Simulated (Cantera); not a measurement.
Charge: 1 mol Si3N4, 0.056 mol CO2, 400 mol N2, held at 9.60 Pa.

Method: chemical equilibrium by Gibbs-energy minimisation in Cantera with the NASA 1993 tables (ideal gas, pure condensed phases). Candidate condensed phases: C, Si, SiC, SiO2, Si2N2O, Si3N4; 34 gas species. Mutual solubility and eutectic melting of coexisting phases are not modelled. The numbers say what is thermodynamically allowed, not how fast it happens.

**Question.** At 1425 K, list the 3 most abundant gas species with their mole fractions, and the condensed phases.

**Answer.** N2 1.000, SiO 0.000198, CO 8.21e-5. Condensed: SiC(s) + Si3N4(s).
